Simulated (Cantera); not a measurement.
# Adiabatic ignition

An adiabatic, constant-volume homogeneous reactor starts with 2.79 % C3H8, 24.9 % O2, 72.3 % N2, equivalence ratio 0.56, at 1575 K and 3.36 atm.

Detailed kinetics in Cantera: GRI-Mech 3.0 (53 species, 325 reactions). GRI-Mech 3.0 was tuned for natural gas; its chemistry of propane as a main component is partial and can be far from experiment.

```json
[
 {"t (s)": "2.00e-6", "T (K)": "1568", "P (bar)": "3.39", "x C3H8": "0.0266", "x O2": "0.248", "x CH2CO": "1.90e-6", "x CO2": "2.35e-6", "x O": "4.83e-6", "x N2O": "5.18e-10", "x H2O": "0.000292"},
 {"t (s)": "8.73e-6", "T (K)": "1588", "P (bar)": "3.47", "x C3H8": "0.0173", "x O2": "0.240", "x CH2CO": "0.000308", "x CO2": "0.000124", "x O": "2.41e-5", "x N2O": "5.39e-9", "x H2O": "0.00583"},
 {"t (s)": "3.81e-5", "T (K)": "2919", "P (bar)": "6.64", "x C3H8": "<1e-12", "x O2": "0.104", "x CH2CO": "<1e-12", "x CO2": "0.0611", "x O": "0.0108", "x N2O": "3.07e-6", "x H2O": "0.0897"},
 {"t (s)": "0.000166", "T (K)": "2905", "P (bar)": "6.60", "x C3H8": "<1e-12", "x O2": "0.0989", "x CH2CO": "<1e-12", "x CO2": "0.0617", "x O": "0.00999", "x N2O": "3.15e-6", "x H2O": "0.0905"},
 {"t (s)": "0.000725", "T (K)": "2889", "P (bar)": "6.56", "x C3H8": "<1e-12", "x O2": "0.0934", "x CH2CO": "<1e-12", "x CO2": "0.0622", "x O": "0.00916", "x N2O": "3.39e-6", "x H2O": "0.0912"},
 {"t (s)": "0.00316", "T (K)": "2888", "P (bar)": "6.55", "x C3H8": "<1e-12", "x O2": "0.0930", "x CH2CO": "<1e-12", "x CO2": "0.0623", "x O": "0.00911", "x N2O": "3.42e-6", "x H2O": "0.0913"},
 {"t (s)": "0.0138", "T (K)": "2888", "P (bar)": "6.55", "x C3H8": "<1e-12", "x O2": "0.0930", "x CH2CO": "<1e-12", "x CO2": "0.0623", "x O": "0.00911", "x N2O": "3.42e-6", "x H2O": "0.0913"},
 {"t (s)": "0.0602", "T (K)": "2888", "P (bar)": "6.55", "x C3H8": "<1e-12", "x O2": "0.0930", "x CH2CO": "<1e-12", "x CO2": "0.0623", "x O": "0.00911", "x N2O": "3.42e-6", "x H2O": "0.0913"},
 {"t (s)": "0.263", "T (K)": "2888", "P (bar)": "6.55", "x C3H8": "<1e-12", "x O2": "0.0930", "x CH2CO": "<1e-12", "x CO2": "0.0623", "x O": "0.00911", "x N2O": "3.42e-6", "x H2O": "0.0913"},
 {"t (s)": "1.15", "T (K)": "2888", "P (bar)": "6.55", "x C3H8": "<1e-12", "x O2": "0.0930", "x CH2CO": "<1e-12", "x CO2": "0.0623", "x O": "0.00911", "x N2O": "3.42e-6", "x H2O": "0.0913"},
 {"t (s)": "5.00", "T (K)": "2888", "P (bar)": "6.55", "x C3H8": "<1e-12", "x O2": "0.0930", "x CH2CO": "<1e-12", "x CO2": "0.0623", "x O": "0.00911", "x N2O": "3.42e-6", "x H2O": "0.0913"}
]
```
x: mole fraction; the columns are a selection and need not sum to one.

time of steepest temperature rise: 14.9 µs
temperature at 5.00 s: 2888 K
equilibrium temperature: 2888 K
x(C3H8) at 5.00 s: <1e-12 (gas-phase equilibrium <1e-12)
x(O2) at 5.00 s: 0.0930 (gas-phase equilibrium 0.0930)
x(CH2CO) at 5.00 s: <1e-12 (gas-phase equilibrium <1e-12)
